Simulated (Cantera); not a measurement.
A perfectly stirred reactor is fed with H2 : O2 : N2 = 0.015 : 1 : 0.13 (molar parts), equivalence ratio 0.0075, at 20.0 Torr; it is held at 1275 K, and followed from long to short residence time.

Computed with Cantera and the H2/O2 subset of GRI-Mech 3.0, which has no nitrogen chemistry. Radical loss at walls, strong at low pressure, is not modelled.

x: mole fraction; the columns are a selection and need not sum to one.

```tsv
τ (s)	x H2	x O2	x HO2	x O	x H2O	x OH	x H
28	4.61e-6	0.872	1.39e-7	0.000151	0.0131	0.000153	1.13e-6
9.5	8.87e-6	0.872	2.32e-7	0.000307	0.0131	0.000219	3.29e-6
3.3	1.66e-5	0.872	3.68e-7	0.000610	0.0130	0.000309	9.23e-6
1.1	[?]	0.871	[?]	[?]	0.0129	[?]	[?]
0.38	[?]	0.870	[?]	[?]	0.0128	[?]	[?]
0.13	0.000106	0.868	1.12e-6	0.00397	0.0126	0.000822	0.000161
0.044	0.000203	0.866	1.44e-6	0.00613	0.0122	0.00107	0.000327
0.015	0.000416	0.864	1.75e-6	0.00795	0.0118	0.00136	0.000544
0.0051	0.000939	0.863	2.07e-6	0.00862	0.0109	0.00172	0.000766
```

Fill in the missing entries.


- 1.1, x H2: 3.12e-5
- 1.1, x HO2: 5.68e-7
- 1.1, x O: 0.00122
- 1.1, x OH: 0.000440
- 1.1, x H: 2.62e-5
- 0.38, x H2: 5.73e-5
- 0.38, x HO2: 8.20e-7
- 0.38, x O: 0.00228
- 0.38, x OH: 0.000608
- 0.38, x H: 6.79e-5
